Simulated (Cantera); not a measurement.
Cantera run:

```python
import numpy as np
import cantera as ct

gas_names = """
    Br Br2 H HBr H2 Si SiBr SiBr2 SiBr3 SiBr4 SiH SiHBr3 SiH2 SiH2Br2 SiH3 SiH3Br SiH4 Si2 Si3
""".split()
cond_names = """
    Br2(cr) Br2(L) Si(cr) Si(L)
""".split()


# ... load() reads the species with a 1 bar reference pressure and builds the phases ...
atoms = {
    'Si': {'Si': 1},
    'Br2': {'Br': 2},
    'H2': {'H': 2},
}
top_T = {}  # K; cautious upper limits of use, not melting points


# ... equilibrate(T, P, feed) seeds the gas with the atoms and calls Mixture.equilibrate('TP', solver="vcs", rtol=1e-11, max_steps=5000) ...
results = []
feed = {'Si': 1, 'Br2': 3.1, 'H2': 2.7}  # mol
P = 3.1  # Pa
for T in [525, 625, 725, 825, 925, 1025, 1125, 1225, 1325, 1425, 1525, 1625]:
    mix = equilibrate(T, P, feed)
    results.append((T, P, feed, dict(zip(mix.species_names, mix.species_moles))))

top = {s: max(r[3][s] / sum(r[3][g] for g in gas_names) for r in results) for s in gas_names}
cols = sorted((s for s in top if top[s] > 1e-05), key=lambda s: -top[s])[:7]
seen = [c for c in cond_names if any(r[3].get(c, 0) > 1e-12 for r in results)]
print("log10 of partial pressures in bar; condensed amounts in mol")
print(f"{'T/K':>10s}" + "".join(f"{s[:9]:>10s}" for s in cols + seen))
for T, P, feed, n in results:
    ng = sum(n[g] for g in gas_names)
    print(f"{T:10.4g}" + "".join(f"{np.log10(max(n[s] / ng * P / 1e5, 1e-99)):10.3f}" for s in cols)
          + "".join(f"{n.get(c, 0):10.4g}" for c in seen))
```

Output:

```
log10 of partial pressures in bar; condensed amounts in mol
       T/K       HBr        Br        H2     SiBr4     SiBr2     SiBr3         H
       525    -4.847   -14.891    -4.986    -5.190   -19.414   -15.012   -21.559
       625    -4.847   -12.503    -4.986    -5.190   -14.865   -12.227   -18.062
       725    -4.847   -10.768    -4.986    -5.190   -11.592   -10.221   -15.523
       825    -4.847    -9.449    -4.986    -5.190    -9.127    -8.709   -13.594
       925    -4.844    -8.407    -4.990    -5.198    -7.225    -7.542   -12.080
      1025    -4.796    -7.488    -5.058    -5.307    -5.959    -6.788   -10.890
      1125    -4.711    -6.617    -5.250    -5.706    -5.461    -6.593    -9.977
      1225    -4.691    -5.954    -5.377    -6.443    -5.319    -6.769    -9.195
      1325    -4.737    -5.528    -5.336    -7.443    -5.301    -7.158    -8.454
      1425    -4.832    -5.247    -5.240    -8.502    -5.316    -7.606    -7.786
      1525    -4.974    -5.062    -5.152    -9.551    -5.341    -8.066    -7.202
      1625    -5.152    -4.945    -5.092   -10.576    -5.378    -8.530    -6.698
```

Method: chemical equilibrium by Gibbs-energy minimisation in Cantera with the NASA 1993 tables (ideal gas, pure condensed phases). The tables' values for SiBr3, SiBr are old estimates; treat these amounts as uncertain.
